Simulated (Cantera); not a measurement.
# Abatement and gas-phase synthesis: S + H2O + O2

Feed: 1 mol S, a varied amount of H2O, 6.6 mol O2, held at 2500 K and 1 atm.

Method: chemical equilibrium by Gibbs-energy minimisation in Cantera with the NASA 1993 tables (ideal gas, pure condensed phases). Candidate condensed phases: H2O, H2SO4, S; 19 gas species. Kinetics and transport are ignored.

| n(H2O) (mol) | x O2 | x H2O | x SO2 | x OH | x O | x H2 |
|---|---|---|---|---|---|---|
| 0.037 | 0.830 | 0.00353 | 0.148 | 0.00382 | 0.0131 | 2.29e-5 |
| 0.055 | 0.827 | 0.00566 | 0.148 | 0.00483 | 0.0131 | 3.68e-5 |
| 0.081 | 0.823 | 0.00885 | 0.147 | 0.00603 | 0.0131 | 5.76e-5 |
| 0.12 | 0.818 | 0.0137 | 0.146 | 0.00750 | 0.0130 | 8.97e-5 |
| 0.18 | 0.810 | 0.0213 | 0.145 | 0.00933 | 0.0130 | 0.000140 |
| 0.26 | 0.799 | 0.0315 | 0.143 | 0.0113 | 0.0129 | 0.000208 |
| 0.39 | 0.783 | 0.0477 | 0.140 | 0.0138 | 0.0127 | 0.000319 |
| 0.58 | 0.761 | 0.0707 | 0.137 | 0.0167 | 0.0126 | 0.000479 |
| 0.85 | 0.732 | 0.102 | 0.132 | 0.0199 | 0.0123 | 0.000702 |
| 1.3 | 0.689 | 0.149 | 0.124 | 0.0237 | 0.0119 | 0.00106 |
| 1.9 | 0.638 | 0.205 | 0.115 | 0.0272 | 0.0115 | 0.00151 |
| 2.8 | 0.575 | 0.275 | 0.104 | 0.0308 | 0.0109 | 0.00214 |
x: gas mole fraction; nothing condenses.

From 0.037 mol H2O to 2.8 mol H2O nothing is condensed.
